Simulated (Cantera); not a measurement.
A freely propagating, adiabatic, planar premixed flame of 49.2 % H2, 10.7 % O2, 40.2 % N2, unburnt at 498 K and 3750 Torr; mixture-averaged transport, grid criteria slope 0.08 and curve 0.16, no radiation.

Cantera simulation using the H2/O2 subset of GRI-Mech 3.0, which has no nitrogen chemistry; the numbers are that mechanism's predictions, not measurements. The hydrogen kinetics of GRI-Mech 3.0 are dated; newer H2 mechanisms differ, most at raised pressure. Burning velocities carry a grid error of a few per cent, more on coarse grids.

Question: Predict: laminar burning velocity; thermal thickness; peak x(HO2); peak x(OH); peak x(H).

Answer: 
| Quantity | Value |
|---|---|
| laminar burning velocity | 613 cm/s |
| thermal thickness | 0.0547 mm |
| peak x(HO2) | 0.000921 |
| peak x(OH) | 0.00252 |
| peak x(H) | 0.0460 |
